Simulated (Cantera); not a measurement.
Input (Python, Cantera):

```python
import numpy as np
import cantera as ct

surf = ct.Interface("diamond.yaml", "diamond_100")
gas, bulk = surf.adjacent["gas"], surf.adjacent["diamond"]
k = surf.kinetics_species_index(bulk.species_names[0])
cover = ["c6HH", "c6H*", "c6*H", "c6**", "c6HM", "c6B"]

rows, drift = [], 0.0
print(f"{'P':>10s}{'um/h':>11s}" + "".join(f"{s:>11s}" for s in cover))
for v in [1200, 2000, 3200, 5300, 8700, 14000, 24000, 39000]:
    T, P, xH, xCH3 = 1200, v, 0.018, 8.2e-05
    gas.TPX = T, P, {"H": xH, "CH3": xCH3, "CH4": 0.03, "H2": 1 - xH - xCH3 - 0.03}
    surf.TP = bulk.TP = T, P
    surf.coverages = "c6H*:0.1, c6HH:0.9"
    surf.advance_coverages(100.0)
    before = surf.coverages
    surf.advance_coverages(100.0)
    drift = max(drift, np.max(np.abs(surf.coverages - before) / (surf.coverages + 1e-9)))
    rate = surf.net_production_rates[k] * bulk.mean_molecular_weight / bulk.density * 3.6e9
    rows.append([rate, *surf[cover].coverages])
    print(f"{v:10.4g}{rate:11.4e}" + "".join(f"{x:11.3e}" for x in rows[-1][1:]))
```

It prints:

```
         P       um/h       c6HH       c6H*       c6*H       c6**       c6HM        c6B
      1200 3.2150e-01  4.381e-01  3.849e-02  4.921e-01  3.073e-02  2.913e-04  8.724e-10
      2000 7.1264e-01  4.381e-01  3.851e-02  4.920e-01  3.073e-02  4.170e-04  1.934e-09
      3200 1.4408e+00  4.380e-01  3.855e-02  4.918e-01  3.074e-02  5.506e-04  3.910e-09
      5300 2.9369e+00  4.379e-01  3.862e-02  4.916e-01  3.075e-02  6.984e-04  7.969e-09
      8700 5.6349e+00  4.378e-01  3.874e-02  4.913e-01  3.078e-02  8.314e-04  1.529e-08
   1.4e+04 1.0110e+01  4.377e-01  3.894e-02  4.910e-01  3.082e-02  9.372e-04  2.743e-08
   2.4e+04 1.8860e+01  4.376e-01  3.932e-02  4.905e-01  3.092e-02  1.028e-03  5.118e-08
   3.9e+04 3.2253e+01  4.375e-01  3.989e-02  4.897e-01  3.106e-02  1.086e-03  8.752e-08
```

Detailed kinetics in Cantera: the Harris–Goodwin 1993 mechanism for the reconstructed diamond (100) surface.
